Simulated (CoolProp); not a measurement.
1000 sccm (0 °C, 1 atm) of nitrogen bubbles through liquid water at 343.9 K and leaves saturated at a total pressure of 0.15 MPa (ideal gas phase). Each further row changes one setting.

Computed with CoolProp (reference Helmholtz-energy equation of state, Wagner 2002).

```
case                      vapour pressure (kPa)  mole fraction of vapour  delivery (mg/min)  delivery (sccm)  change of delivery for a bath 1 K warmer (%)
------------------------  ---------------------  -----------------------  -----------------  ---------------  --------------------------------------------
as stated                                  32.2                    0.215                220              274                                           5.6
bath temperature 348.9 K                   39.8               (withheld)         (withheld)              361                                           5.9
total pressure 0.3 MPa                     32.2                    0.107               96.7       (withheld)                                           4.9
```

Question: What belongs in the gaps?

Answer: 
- bath temperature 348.9 K, mole fraction of vapour: 0.265
- bath temperature 348.9 K, delivery (mg/min): 291
- total pressure 0.3 MPa, delivery (sccm): 120
